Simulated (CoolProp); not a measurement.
Isopentane at several states: density (kg/m³) from the reference equation and from simpler models built on Tc = 460.3 K, pc = 33.78 bar, ω = 0.227; each cubic takes its own stable root.

Computed with CoolProp (reference Helmholtz-energy equation of state, Lemmon 2006). It is a short technical equation, of lower accuracy than the large ones.

```tsv
T (K)	p (bar)	phase	reference
201.8	0.277	liquid	705.7
165.5	0.136	liquid	738.5
376.9	0.195	gas	0.4507
460	3.44	gas	6.731
405.6	0.611	gas	1.320
```

How far does each simpler model (Redlich-Kwong, Soave-Redlich-Kwong) lie from the reference over these 5 states: mean and median of the absolute difference, and the worst?


- Redlich-Kwong: mean 3.7 %, median 0.1 %, worst -9.6 % at 165.5 K and 0.136 bar
- Soave-Redlich-Kwong: mean 3.4 %, median 0.1 %, worst -9.0 % at 165.5 K and 0.136 bar
